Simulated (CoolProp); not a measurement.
Properties of carbonyl sulfide along the isotherm 250.1 K (Tc = 378.8 K, pc = 6369 kPa, ω = 0.098).

Model: reference Helmholtz-energy equation of state, Lemmon 2006, in CoolProp. It is a short technical equation, of lower accuracy than the large ones.

```csv
p (kPa),phase,density (kg/m³),cp (kJ/(kg K)),cv (kJ/(kg K)),isothermal compressibility (1/MPa),expansivity (1/kK)
796,liquid,1115,1.220,0.7018,0.001886,2.087
1590,liquid,1117,1.217,0.7020,0.001857,2.066
2390,liquid,1118,1.214,0.7023,0.001829,2.046
3180,liquid,1120,1.211,0.7026,0.001802,2.026
3980,liquid,1122,1.209,0.7028,0.001775,2.007
4780,liquid,1123,1.206,0.7031,0.001750,1.988
5570,liquid,1125,1.203,0.7034,0.001726,1.970
6370,liquid,1126,1.201,0.7037,0.001702,1.952
7160,liquid,1128,1.199,0.7039,0.001679,1.935
7960,liquid,1129,1.196,0.7042,0.001656,1.918
8760,liquid,1131,1.194,0.7045,0.001634,1.902
9550,liquid,1132,1.192,0.7048,0.001613,1.886
```
